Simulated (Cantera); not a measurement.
Charge: 1 mol SiH4, 0.25 mol C2H2, 170 mol H2, equilibrated at 2500 K and 0.690 bar.

These are equilibrium values from Cantera (NASA tables, ideal gas, pure condensed phases), not measurements of a reactor. Candidate condensed phases: C, C6H6, C7H8, C8H18, Si, SiC; 87 gas species. Gases not in the tables: Si2H6 and higher silanes. Rates play no part.

Base state: H2 0.964, H 0.0297, Si 0.00352, C2H2 (acetylene) 0.00112, SiH 0.000758, SiH2 0.000504, Si2C 0.000352, SiC2 9.79e-5 (mole fractions); condensed: gas only.

**Question.** What changes in the equilibrium state with this change: temperature from 2500 K to 2273 K?

**Answer.** 
```json
[
 {"species": "H2", "before": "0.964", "after": "0.988"},
 {"species": "H", "before": "0.0297", "after": "0.0101"},
 {"species": "Si", "before": "0.00352", "after": "0.00106"},
 {"species": "SiC2", "before": "9.79e-5", "after": "2.36e-6"},
 {"species": "C2H2 (acetylene)", "before": "0.00112", "after": "6.60e-5"},
 {"species": "CH3", "before": "1.75e-5", "after": "3.89e-6"},
 {"species": "Si2C", "before": "0.000352", "after": "7.91e-5"},
 {"species": "Si2", "before": "4.80e-5", "after": "1.95e-5"},
 {"species": "Si(l), mol", "before": "0", "after": "0.192"},
 {"species": "SiC(s), mol", "before": "0", "after": "0.458"}
]
```
Mutual solubility and eutectic melting of coexisting phases are not modelled.
